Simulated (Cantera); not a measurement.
Cantera run:

```python
import numpy as np
import cantera as ct

gas_names = """
    Br Br2 H HBr H2 Si SiBr SiBr2 SiBr3 SiBr4 SiH SiHBr3 SiH2 SiH2Br2 SiH3 SiH3Br SiH4 Si2 Si3
""".split()
cond_names = """
    Br2(cr) Br2(L) Si(cr) Si(L)
""".split()


# ... load() reads the species with a 1 bar reference pressure and builds the phases ...
atoms = {
    'Si': {'Si': 1},
    'Br2': {'Br': 2},
    'H2': {'H': 2},
}
top_T = {}  # K; cautious upper limits of use, not melting points


# ... equilibrate(T, P, feed) seeds the gas with the atoms and calls Mixture.equilibrate('TP', solver="vcs", rtol=1e-11, max_steps=5000) ...
results = []
feed = {'Si': 1, 'Br2': 5.5, 'H2': 52}  # mol
P = 49  # Pa
for T in [475, 575, 675, 775, 875, 975, 1075, 1175, 1275]:
    mix = equilibrate(T, P, feed)
    results.append((T, P, feed, dict(zip(mix.species_names, mix.species_moles))))

top = {s: max(r[3][s] / sum(r[3][g] for g in gas_names) for r in results) for s in gas_names}
cols = sorted((s for s in top if top[s] > 1e-05), key=lambda s: -top[s])[:5]
seen = [c for c in cond_names if any(r[3].get(c, 0) > 1e-12 for r in results)]
print("log10 of partial pressures in bar; condensed amounts in mol")
print(f"{'T/K':>10s}" + "".join(f"{s[:9]:>10s}" for s in cols + seen))
for T, P, feed, n in results:
    ng = sum(n[g] for g in gas_names)
    print(f"{T:10.4g}" + "".join(f"{np.log10(max(n[s] / ng * P / 1e5, 1e-99)):10.3f}" for s in cols)
          + "".join(f"{n.get(c, 0):10.4g}" for c in seen))
```

Result:

```
log10 of partial pressures in bar; condensed amounts in mol
       T/K        H2       HBr     SiBr4     SiBr2        Br
       475    -3.376    -4.217    -5.062   -21.943   -16.631
       575    -3.376    -4.217    -5.062   -16.462   -13.769
       675    -3.376    -4.217    -5.062   -12.629   -11.746
       775    -3.376    -4.217    -5.063    -9.803   -10.241
       875    -3.376    -4.216    -5.068    -7.641    -9.075
       975    -3.378    -4.202    -5.132    -6.021    -8.131
      1075    -3.388    -4.144    -5.615    -5.242    -7.310
      1175    -3.392    -4.120    -6.560    -5.094    -6.654
      1275    -3.393    -4.121    -7.503    -5.075    -6.120
```

Cantera equilibrium calculation (NASA polynomials, part measured and part estimated; ideal gas, pure solids and liquids). The tables' values for SiBr3 are old estimates; treat these amounts as uncertain.
